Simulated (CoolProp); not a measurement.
Vapour-liquid equilibrium of methanol (1) + water (2) at 388.8 K; x and y are mole fractions of (1).

Model: multi-fluid Helmholtz-energy mixture model, de Reuck 1993 and Wagner 2002; pair parameters Bell 2016, in CoolProp.

```csv
x,"bubble pressure, mixture model (kPa)","bubble pressure, Raoult's law (kPa)","y, mixture model","y, Raoult's law"
0.05,?,192.5,0.182,0.147
0.15,256.3,231.8,0.407,0.366
0.25,302.8,271.2,0.546,0.522
0.35,344.4,310.5,0.642,0.638
0.45,382.2,349.9,?,0.728
0.55,417.5,389.3,0.778,0.800
0.65,451.2,428.6,?,0.859
0.75,484.0,468.0,0.881,0.908
0.85,516.7,507.3,0.928,0.949
0.95,?,546.7,0.976,0.984
```

### Question
Fill in the missing entries.

### Answer

- 0.05, bubble pressure, mixture model (kPa): 203.2
- 0.45, y, mixture model: 0.717
- 0.65, y, mixture model: 0.831
- 0.95, bubble pressure, mixture model (kPa): 549.7

The largest gap from Raoult's law is +11.7 % in bubble pressure, at x = 0.25. No azeotrope shows between x = 0.05 and 0.95.

Pair parameters are fitted to limited data, so mixtures are less certain than the pure fluids.
